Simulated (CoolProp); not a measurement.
Vapour-liquid equilibrium of n-pentane (1) + cyclohexane (2) at 152.95 °C; x and y are mole fractions of (1).

Computed with CoolProp (multi-fluid Helmholtz-energy mixture model, Thol 2019 and Zhou 2014; pair parameters Bell 2016).

```json
[
 {"x": "0.05", "bubble pressure (kPa)": "642.1", "y at the bubble point": "0.119", "dew pressure at overall composition x (kPa)": "608.6", "liquid density (mol/L)": "7.559"},
 {"x": "0.15", "bubble pressure (kPa)": "750.8", "y at the bubble point": "0.305", "dew pressure at overall composition x (kPa)": "657.9", "liquid density (mol/L)": "7.458"},
 {"x": "0.25", "bubble pressure (kPa)": "856.8", "y at the bubble point": "0.444", "dew pressure at overall composition x (kPa)": "715.3", "liquid density (mol/L)": "7.352"},
 {"x": "0.35", "bubble pressure (kPa)": "961.3", "y at the bubble point": "0.554", "dew pressure at overall composition x (kPa)": "782.5", "liquid density (mol/L)": "7.241"},
 {"x": "0.45", "bubble pressure (kPa)": "1065", "y at the bubble point": "0.646", "dew pressure at overall composition x (kPa)": "862.0", "liquid density (mol/L)": "7.123"},
 {"x": "0.55", "bubble pressure (kPa)": "1170", "y at the bubble point": "0.724", "dew pressure at overall composition x (kPa)": "956.7", "liquid density (mol/L)": "6.998"},
 {"x": "0.65", "bubble pressure (kPa)": "1276", "y at the bubble point": "0.794", "dew pressure at overall composition x (kPa)": "1070", "liquid density (mol/L)": "6.864"},
 {"x": "0.75", "bubble pressure (kPa)": "1384", "y at the bubble point": "0.857", "dew pressure at overall composition x (kPa)": "1207", "liquid density (mol/L)": "6.720"},
 {"x": "0.85", "bubble pressure (kPa)": "1497", "y at the bubble point": "0.916", "dew pressure at overall composition x (kPa)": "1372", "liquid density (mol/L)": "6.563"},
 {"x": "0.95", "bubble pressure (kPa)": "1614", "y at the bubble point": "0.972", "dew pressure at overall composition x (kPa)": "1566", "liquid density (mol/L)": "6.391"}
]
```

No azeotrope shows between x = 0.05 and 0.95.

Pair parameters are fitted to limited data, so mixtures are less certain than the pure fluids.
